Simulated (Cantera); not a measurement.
An isothermal, constant-pressure homogeneous reactor starts with CH₄ : N₂ = 1 : 45 (molar parts), at 1375 K and 10.00 Torr. Integrator tolerance rtol = 1e-08.

Cantera simulation using GRI-Mech 3.0 (53 species, 325 reactions); the numbers are that mechanism's predictions, not measurements. GRI-Mech 3.0 stops at C3 and has no aromatics, soot or wall deposition, so with more carbon than oxygen in the feed, carbon stays in small species such as C2H2 where larger ones or solid carbon would form. Radical loss at walls, strong at low pressure, is not modelled.

**Question.** What does this change do: temperature 1375 to 1450 K?

**Answer.** 
```csv
quantity,before,after
x(CH₄) at 4.00 s,0.0216 (gas-phase equilibrium 1.17e-5),0.0189 (gas-phase equilibrium 4.43e-6)
x(C₂H₂) at 4.00 s,8.75e-6 (gas-phase equilibrium 0.00173),0.000750 (gas-phase equilibrium 0.00156)
x(CH₃) at 4.00 s,3.32e-5 (gas-phase equilibrium 3.89e-8),0.000111 (gas-phase equilibrium 4.12e-8)
x(CH₂) at 4.00 s,1.65e-9 (gas-phase equilibrium 4.52e-12),2.13e-8 (gas-phase equilibrium 1.48e-11)
x(C₂H₄) at 4.00 s,5.28e-5 (gas-phase equilibrium 8.13e-7),0.000556 (gas-phase equilibrium 3.13e-7)
x(C₂H) at 4.00 s,1.56e-12 (gas-phase equilibrium 2.34e-10),3.78e-10 (gas-phase equilibrium 9.82e-10)
```
